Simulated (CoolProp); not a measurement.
Model: reference Helmholtz-energy equation of state, Lemmon 2006, in CoolProp. It is a short technical equation, of lower accuracy than the large ones.

### Question
For acetone, give the phase and the Z, speed of sound (m/s), fugacity coefficient at -4.85 °C and 12.7 bar; 40.55 °C and 12.7 bar; 85.95 °C and 12.7 bar.

### Answer
- -4.85 °C and 12.7 bar: liquid; Z 0.0404, speed of sound 1310, fugacity coefficient 0.00580
- 40.55 °C and 12.7 bar: liquid; Z 0.0368, speed of sound 1100, fugacity coefficient 0.0454
- 85.95 °C and 12.7 bar: liquid; Z 0.0346, speed of sound 898, fugacity coefficient 0.190
